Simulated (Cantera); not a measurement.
Equilibrium for tantalum, niobium, vanadium and zirconium in process gases: Ta + O₂ + H₂

A closed system holds: 1 mol Ta, 2.2 mol O₂, 450 mol H₂, at 1.00 bar.

Equilibrium computed with Cantera from the NASA thermochemical tables; the gas is ideal and each condensed phase is pure. Candidate condensed phases: H₂O, Ta, Ta₂O₅; 12 gas species. Rates play no part.

From 1350 °C to 1750 °C the condensed part is Ta₂O₅(s). From 1850 °C to 1950 °C the condensed part is Ta₂O₅(l).

```json
[
 {"T (°C)": "1350", "x H₂": "0.996", "x H": "6.90e-5", "x H₂O": "0.00422", "x TaO₂": "7.08e-11", "x TaO": "<1e-12", "n Ta₂O₅(s)": "0.500", "n Ta₂O₅(l)": "0"},
 {"T (°C)": "1450", "x H₂": "0.996", "x H": "0.000182", "x H₂O": "0.00422", "x TaO₂": "1.22e-9", "x TaO": "2.55e-11", "n Ta₂O₅(s)": "0.500", "n Ta₂O₅(l)": "0"},
 {"T (°C)": "1550", "x H₂": "0.995", "x H": "0.000432", "x H₂O": "0.00422", "x TaO₂": "1.52e-8", "x TaO": "5.46e-10", "n Ta₂O₅(s)": "0.500", "n Ta₂O₅(l)": "0"},
 {"T (°C)": "1650", "x H₂": "0.995", "x H": "0.000940", "x H₂O": "0.00422", "x TaO₂": "1.44e-7", "x TaO": "8.42e-9", "n Ta₂O₅(s)": "0.500", "n Ta₂O₅(l)": "0"},
 {"T (°C)": "1750", "x H₂": "0.994", "x H": "0.00189", "x H₂O": "0.00422", "x TaO₂": "1.08e-6", "x TaO": "9.81e-8", "n Ta₂O₅(s)": "0.500", "n Ta₂O₅(l)": "0"},
 {"T (°C)": "1850", "x H₂": "0.992", "x H": "0.00357", "x H₂O": "0.00422", "x TaO₂": "5.94e-6", "x TaO": "8.05e-7", "n Ta₂O₅(s)": "0", "n Ta₂O₅(l)": "0.498"},
 {"T (°C)": "1950", "x H₂": "0.989", "x H": "0.00637", "x H₂O": "0.00423", "x TaO₂": "2.62e-5", "x TaO": "5.08e-6", "n Ta₂O₅(s)": "0", "n Ta₂O₅(l)": "0.493"}
]
```
x: gas mole fraction; n: condensed amount in mol.
